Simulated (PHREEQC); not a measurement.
1 kg of water holding 0.3 mol NaCl and 0.034 mol Na2SO4 is evaporated at 15 °C; the solids stay in contact with the brine. No CO2 enters from the air. Only these solids could form: Halite, Mirabilite, Thenardite.

The numbers come from PHREEQC with the Pitzer model, pitzer.dat.

```csv
water left (kg),ionic strength,water activity,Halite (mol),Mirabilite (mol)
1,0.402,0.989,0,0
0.6755,0.595,0.983,0,0
0.5552,0.724,0.980,0,0
0.4563,0.881,0.976,0,0
0.3082,1.30,0.964,0,0
0.2082,1.93,0.946,0,0
0.1711,2.35,0.934,0,0
0.1407,2.86,0.918,0,0
0.09502,4.23,0.873,0,0
0.06409,6.25,0.796,0,0.000470
0.05211,7.34,0.747,0.00878,0.00358
0.0416,7.34,0.747,0.0675,0.00971
0.0259,7.34,0.747,0.155,0.0189
0.01527,7.34,0.747,0.215,0.0251
0.01134,7.34,0.747,0.237,0.0274
0.008098,7.34,0.747,0.255,0.0293
0.003246,7.34,0.747,0.282,0.0321
```

Mirabilite from water left = 0.06409 kg; Halite from water left = 0.05211 kg.
